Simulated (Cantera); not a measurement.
A closed system holds: 1 mol Ti(OiPr)4, 0.47 mol O2, 28 mol H2, equilibrated at 1025 °C and 75.0 Torr.

Equilibrium computed with Cantera from the NASA thermochemical tables; the gas is ideal and each condensed phase is pure. Candidate condensed phases: C, C6H6, C7H8, C8H18, H2O, Ti, TiC, TiO, TiO2, Ti2O3, Ti3O5, Ti4O7; 113 gas species. The feed counts by its element totals alone. Mutual solubility and eutectic melting of coexisting phases are not modelled. TiC: taken at fixed stoichiometry. Equilibrium is a limit: real reactors are often held back by kinetics, nucleation or transport.

Base state: H2 0.897, CO 0.102, CH4 0.000641, H2O 8.51e-5 (mole fractions); condensed: C(graphite) + TiC(s) + Ti3O5(s).

**Question.** What changes in the equilibrium state with this change: temperature from 1025 °C to 1427 °C?

**Answer.** 
| species | before | after |
|---|---|---|
| H2 | 0.897 | 0.894 |
| CO | 0.102 | 0.105 |
| H | 3.21e-6 | 0.000441 |
| CH4 | 0.000641 | 8.76e-5 |
| C2H2 (acetylene) | 5.01e-7 | 6.56e-5 |
| H2O | 8.51e-5 | 4.54e-6 |
| C(graphite), mol | 6.30 | 6.05 |
| TiC(s), mol | 0.899 | 1.00 |
| Ti3O5(s), mol | 0.0336 | 0 |
